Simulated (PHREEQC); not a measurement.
Consider water at 25 °C with 0.00096 mol/kgw ZnCl2, 0.0057 mol/kgw H3BO3 and 6.2e-05 mol/kgw FeSO4. Closed to the air; pH follows from the charge balance.

The numbers come from PHREEQC with the ion-association model, wateq4f.dat.

No solid was allowed to form.

Task: Predict the pH.

Result: pH 5.69.

Task: In which forms is S present?

Result: SO4-2 87 %, ZnSO4 12 %, FeSO4 0.6 % of the S.
